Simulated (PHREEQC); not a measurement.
Dissolve 2.5 mmol/kgw Cu(NO3)2, 3.8 mmol/kgw HBF4 and 0.042 mmol/kgw Na2SO4 at 20 °C. Closed to the air; pH follows from the charge balance.

Equilibrium calculation in PHREEQC: ion-association model, wateq4f.dat.

| quantity | before | after |
|---|---|---|
| pH | 2.48 | 3.23 |
| ionic strength (mol/kgw) | 0.0112 | 0.0118 |
| HF (mol/kgw) | 0.00339 | 0.00305 |
| F- (mol/kgw) | 0.000827 | 0.00427 |
| H2F2 (mol/kgw) | 3.59e-5 | 2.91e-5 |
| SO4-2 (mol/kgw) | 2.95e-5 | 3.36e-5 |
| SI of Mirabilite (Na2SO4:10H2O) | -11.61 | -8.23 |

Problem. Name the change that produced these shifts.
A) Cu(NO3)2 left out
B) HBF4 replaced by Cu(BF4)2 at the same molality
C) HBF4 from 0.0038 to 0.00418 mol/kgw
D) HBF4 replaced by NaHF2 at the same molality
E) HBF4 from 0.0038 to 0.0019 mol/kgw

Solution. D, HBF4 replaced by NaHF2 at the same molality

Precipitation was switched off in this run. Real BF4- forms and hydrolyses slowly; the run takes it at equilibrium.
